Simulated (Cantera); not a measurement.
**Ignition delay**

Mixture: 5.56 % C3H8, 19.9 % O2, 74.6 % N2, equivalence ratio 1.4, at 7.50 bar, adiabatic and at constant volume. Ignition delay is the time to a rise of 400 K.

Computed with Cantera and GRI-Mech 3.0 (53 species, 325 reactions). GRI-Mech 3.0 was tuned for natural gas; its chemistry of propane as a main component is partial and can be far from experiment.

```csv
T0 (K),delay (ms)
1275,0.512
1350,0.151
1425,0.0524
1500,0.0215
1575,0.0103
1650,0.00562
1725,0.00341
1800,0.00227
1875,0.00161
```

* **apparent activation energy between 1725 and 1875 K**: 130 kJ/mol
